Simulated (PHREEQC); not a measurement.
**Arsenic or selenium liquor (model solution)**

Dissolve 0.011 mol/kgw H3AsO4, 0.00014 mol/kgw H3PO4 and 0.001 mol/kgw NaCl at 25 °C. Closed to the air; pH follows from the charge balance.

Equilibrium calculation in PHREEQC: ion-association model, wateq4f.dat.

Each row changes one thing in this solution. This is a speciation only: nothing precipitates in the calculation.

```csv
case,pH,ionic strength (mol/kgw),H2AsO4- (mol/kgw),H3AsO4 (mol/kgw),HAsO4-2 (mol/kgw),SI of Halite (NaCl)
as made,2.28,0.00669,0.00561,0.00539,9.55e-8,-7.66
temperature from 25 to 20 °C,2.27,[?],0.00570,[?],9.33e-8,-7.65
H3PO4 from 0.00014 to 2.8e-05 mol/kgw,2.28,0.00664,0.00563,0.00537,9.65e-8,-7.66
NaCl from 0.001 to 0.002 mol/kgw,2.28,0.00771,0.00563,0.00537,9.75e-8,-7.06
diluted 100-fold with water,3.97,0.000119,0.000108,2.29e-6,7.17e-8,-11.59
H3PO4 from 0.00014 to 0.0014 mol/kgw,2.24,0.00718,0.00539,0.00561,8.54e-8,-7.66
H3PO4 from 0.00014 to 7e-05 mol/kgw,2.28,0.00666,0.00562,0.00538,9.61e-8,-7.66
H3PO4 left out,2.28,0.00663,0.00563,0.00537,[?],-7.66
```

Problem. Complete the blanks.

Solution. 
- temperature from 25 to 20 °C, ionic strength (mol/kgw): 0.00678
- temperature from 25 to 20 °C, H3AsO4 (mol/kgw): 0.00530
- H3PO4 left out, HAsO4-2 (mol/kgw): 9.68e-8

Complexes and solids missing from the database can't appear. H3PO4, which wateq4f.dat lacks, is added to it with the constant of phreeqc.dat.
